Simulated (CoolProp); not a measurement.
A single-stage vapour-compression cycle with R1224YDZ: evaporating at 324.15 K (dew point), condensing at 360.15 K (bubble point), superheat 2 K, subcooling 0 K, compressor efficiency 0.65, no pressure losses. Each further row changes one setting.

Model: reference Helmholtz-energy equation of state, Akasaka 2023, in CoolProp.

| case | cooling COP | pressure ratio | discharge temperature (K) | refrigerating effect (kJ/kg) | volumetric capacity (kJ/m³) |
|---|---|---|---|---|---|
| as stated | 4.65 | 2.55 | 362.5 | 107 | 2230 |
| evaporating temperature 329.15 K | 5.64 | 2.21 | 362.3 | ___ | 2640 |
| condensing temperature 355.15 K | 5.61 | 2.26 | 357.7 | 114 | 2370 |
| subcooling 5 K | ___ | 2.55 | 362.5 | 114 | 2370 |
| superheat 12 K | 4.78 | 2.55 | 372.4 | 116 | 2310 |
| compressor efficiency 0.55 | 3.93 | 2.55 | ___ | 107 | 2230 |

What belongs in the gaps?


- evaporating temperature 329.15 K, refrigerating effect (kJ/kg): 110
- subcooling 5 K, cooling COP: 4.93
- compressor efficiency 0.55, discharge temperature (K): 366.5
